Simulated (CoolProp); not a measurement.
100 sccm (0 °C, 1 atm) of nitrogen bubbles through liquid p-xylene at 357 K and leaves saturated at a total pressure of 0.15 MPa (ideal gas phase). Each further row changes one setting.

The numbers come from the reference Helmholtz-energy equation of state, Zhou 2012 in CoolProp.

```
case                    vapour pressure (kPa)  mole fraction of vapour  delivery (mg/min)  delivery (sccm)  change of delivery for a bath 1 K warmer (%)
----------------------  ---------------------  -----------------------  -----------------  ---------------  --------------------------------------------
as stated                                18.1                    0.121               65.0             13.7                                           4.3
bath temperature 362 K                   21.7                    0.145               80.3             17.0                                           4.3
total pressure 0.3 MPa                   18.1                   0.0603               30.4             6.42                                           4.1
```
